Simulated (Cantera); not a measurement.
Mixture: 13.5 % CO, 0.888 % H₂, 1.04 % CH₄, 17.8 % O₂, 66.9 % N₂, equivalence ratio 0.52, at 12.0 bar, adiabatic and at constant pressure. Ignition delay is the time to a rise of 400 K.

Detailed kinetics in Cantera: GRI-Mech 3.0 (53 species, 325 reactions). The pressure lies above the range GRI-Mech 3.0 was tuned for (to about 10 atm).

Question: At T0 = 1500 K, what is the delay, and which 7 reactions control it most (d ln τ / d ln k, from doubling and halving each rate constant)?

Answer: The delay is 12.5 µs.
```
reaction                  d ln τ / d ln k   faster rate
------------------------  ---------------  ------------
H + O2 <=> O + OH                   -0.82   shortens it
CO + OH <=> CO2 + H                 -0.47   shortens it
CH4 + OH <=> CH3 + H2O               0.34  lengthens it
H + O2 + N2 <=> HO2 + N2             0.24  lengthens it
H2 + O <=> H + OH                   -0.23   shortens it
H2 + OH <=> H + H2O                 -0.18   shortens it
CH4 + H <=> CH3 + H2                 0.13  lengthens it
```
